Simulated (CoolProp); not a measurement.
Model: reference Helmholtz-energy equation of state, Gao 2022, in CoolProp.

Question: For n-perfluorobutane, give the phase and the speed of sound (m/s), Joule-Thomson coefficient (K/MPa) at 314.8 K and 0.0316 MPa; 314.8 K and 0.164 MPa.

Answer: 
- 314.8 K and 0.0316 MPa: gas; speed of sound 106, Joule-Thomson coefficient 11.5
- 314.8 K and 0.164 MPa: gas; speed of sound 102, Joule-Thomson coefficient 12.4
